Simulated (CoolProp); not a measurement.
Vapour pressure (MPa) of carbonyl sulfide: the reference equation beside estimates from Tc = 105.6 °C, pc = 6.369 MPa, ω = 0.098. Clausius-Clapeyron is anchored at -5.45 °C with a constant enthalpy of vaporisation of 16.53 kJ/mol.

Model: reference Helmholtz-energy equation of state, Lemmon 2006, in CoolProp. It is a short technical equation, of lower accuracy than the large ones.

```
T (°C)  reference  Lee-Kesler  Clausius-Clapeyron  Soave-Redlich-Kwong  Peng-Robinson
------  ---------  ----------  ------------------  -------------------  -------------
-78.15    0.02240     0.02198             0.03460              0.02196        0.02338
-66.05    0.04552     0.04475             0.06276              0.04473        0.04681
-53.85    0.08513     0.08398              0.1070              0.08393        0.08660
-41.75     0.1473      0.1459              0.1719               0.1457         0.1487
-29.65     0.2399      0.2385              0.2635               0.2382         0.2410
-17.55     0.3714      0.3706              0.3878               0.3702         0.3719
-5.45      0.5511      0.5512              0.5511               0.5512         0.5509
6.65       0.7885      0.7898              0.7598               0.7914         0.7879
18.85       1.097       1.099               1.022                1.104          1.096
30.95       1.481       1.484               1.340                1.495          1.482
43.05       1.954       1.958               1.721                1.978          1.959
55.15       2.529       2.532               2.170                2.564          2.539
```

Absolute difference from the reference over all 12 rows, mean and median: Lee-Kesler 0.6 and 0.2 %, Clausius-Clapeyron 16.3 and 10.9 %, Soave-Redlich-Kwong 1.0 and 1.0 %, Peng-Robinson 1.0 and 0.3 %.
